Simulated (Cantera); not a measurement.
Charge: 1 mol CCl₄, 0.15 mol H₂, held at 2950 K and 8.10 Pa.

Method: chemical equilibrium by Gibbs-energy minimisation in Cantera with the NASA 1993 tables (ideal gas, pure condensed phases). Candidate condensed phases: C, C₆H₆, C₇H₈, C₈H₁₈; 91 gas species. The tables' values for CCl are old estimates; treat these amounts as uncertain. Rates play no part.

Base state: Cl 0.808, C 0.0904, H 0.0602, C₃ 0.0289, C₂ 0.0124, HCl 0.000316, C₂H 2.84e-5, C₅ 2.49e-5 (mole fractions); condensed: gas only.

Q: What changes in the equilibrium state with this change: temperature from 2950 K to 1548 K?

A: 
```
species             before    after
----------------  --------  -------
Cl                   0.808    0.914
HCl               0.000316   0.0758
Cl₂                6.87e-7   0.0106
C                   0.0904    <1e-9
C₃                  0.0289    <1e-9
C₂                  0.0124    <1e-9
H                   0.0602  7.75e-7
C₂H                2.84e-5    <1e-9
C₅                 2.49e-5    <1e-9
C₄                 1.98e-5    <1e-9
CCl                1.03e-5    <1e-9
C(graphite), mol         0    1.000
```

Q: What changes in the equilibrium state with this change: CCl₄ replaced by CH₂F₂?

A: 
```
species    before    after
-------  --------  -------
H          0.0602    0.409
F               0    0.335
HF              0    0.108
Cl          0.808        0
C₃         0.0289   0.0320
C₂         0.0124   0.0133
C          0.0904   0.0936
CF              0  0.00846
HCl      0.000316        0
CF₂             0  1.71e-5
```

Q: What changes in the equilibrium state with this change: H₂ from 0.15 to 1.3 mol?

A: 
| species | before | after |
|---|---|---|
| Cl | 0.808 | 0.547 |
| H | 0.0602 | 0.354 |
| C | 0.0904 | 0.0736 |
| C₃ | 0.0289 | 0.0156 |
| C₂ | 0.0124 | 0.00820 |
| H₂ | 1.61e-5 | 0.000556 |
| HCl | 0.000316 | 0.00126 |
